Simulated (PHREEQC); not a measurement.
Dissolve 0.21 mol/kgw CdSO4, 0.00039 mol/kgw KCl and 5.3e-05 mol/kgw FeSO4 at 25 °C. Closed to the air; pH follows from the charge balance.

The numbers come from PHREEQC with the ion-association model, wateq4f.dat.

The pH is 5.80 and the ionic strength is 0.360 mol/kgw.

```json
[
 {"species": "Cd+2", "molality": "0.0898", "activity": "0.0256", "log γ": "-0.545"},
 {"species": "CdSO4", "molality": "0.0803", "activity": "0.0873", "log γ": "0.036"},
 {"species": "SO4-2", "molality": "0.0505", "activity": "0.0118", "log γ": "-0.631"},
 {"species": "Cd(SO4)2-2", "molality": "0.0396", "activity": "0.0113", "log γ": "-0.545"},
 {"species": "K+", "molality": "0.000362", "activity": "0.000241", "log γ": "-0.176"},
 {"species": "CdCl+", "molality": "0.000269", "activity": "0.000197", "log γ": "-0.136"},
 {"species": "Cl-", "molality": "0.000121", "activity": "8.04e-5", "log γ": "-0.176"},
 {"species": "Fe+2", "molality": "3.46e-5", "activity": "9.51e-6", "log γ": "-0.561"},
 {"species": "KSO4-", "molality": "2.82e-5", "activity": "2.00e-5", "log γ": "-0.148"},
 {"species": "FeSO4", "molality": "1.84e-5", "activity": "2.00e-5", "log γ": "0.036"},
 {"species": "Cd2OH+3", "molality": "2.82e-6", "activity": "1.68e-7", "log γ": "-1.226"},
 {"species": "HSO4-", "molality": "2.65e-6", "activity": "1.83e-6", "log γ": "-0.162"},
 {"species": "H+", "molality": "2.05e-6", "activity": "1.59e-6", "log γ": "-0.110"},
 {"species": "CdOH+", "molality": "1.83e-6", "activity": "1.33e-6", "log γ": "-0.136"}
]
```

Precipitation was switched off in this run. Complexes and solids missing from the database can't appear.
